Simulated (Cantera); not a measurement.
N2O furnace oxynitridation

An isothermal, constant-pressure homogeneous reactor starts with N₂O : H₂ : N₂ = 1 : 0.01 : 1.8 (molar parts), at 1475 K and 10.00 Torr.

Model: GRI-Mech 3.0 (53 species, 325 reactions), integrated in Cantera. GRI-Mech 3.0 was tuned for natural gas; its chemistry of N2O as a main component is partial and can be far from experiment. Radical loss at walls, strong at low pressure, is not modelled. The temperature is held fixed by assumption; the heat of reaction is taken as removed at once.

| t (s) | x N₂O | x H₂ | x NO₂ | x NO | x H₂O₂ | x O | x HO₂ |
|---|---|---|---|---|---|---|---|
| 8.00e-6 | 0.356 | 0.00356 | <1e-12 | 2.68e-9 | <1e-12 | 7.94e-7 | <1e-12 |
| 5.31e-5 | 0.356 | 0.00356 | <1e-12 | 1.14e-7 | <1e-12 | 4.99e-6 | 1.11e-10 |
| 0.000352 | 0.356 | 0.00355 | 2.88e-12 | 4.16e-6 | 5.93e-12 | 2.38e-5 | 3.55e-8 |
| 0.00234 | 0.355 | 0.00338 | 4.01e-8 | 7.67e-5 | 4.69e-9 | 4.07e-5 | 3.70e-6 |
| 0.0155 | 0.350 | 0.00129 | 8.61e-6 | 0.000669 | 2.95e-8 | 4.85e-5 | 1.02e-5 |
| 0.103 | 0.329 | 2.00e-5 | 7.91e-5 | 0.00424 | 3.40e-9 | 5.32e-5 | 2.76e-6 |
| 0.682 | 0.226 | 2.86e-7 | 9.11e-5 | 0.0231 | 3.52e-10 | 5.20e-5 | 5.03e-7 |
| 4.52 | 0.0233 | 4.92e-7 | 1.84e-5 | 0.0590 | 1.01e-10 | 4.76e-5 | 2.45e-8 |
| 30.0 | 2.09e-6 | 1.04e-7 | 3.11e-5 | 0.0626 | 2.17e-11 | 8.71e-6 | 6.20e-9 |
x: mole fraction; the columns are a selection and need not sum to one.

Equilibrium at this temperature and pressure: N₂O 7.02e-9, H₂ 9.15e-8, NO₂ 5.33e-7, NO 0.000949, H₂O₂ 2.41e-11, O 9.67e-6, HO₂ 7.39e-9 (gas phase only).
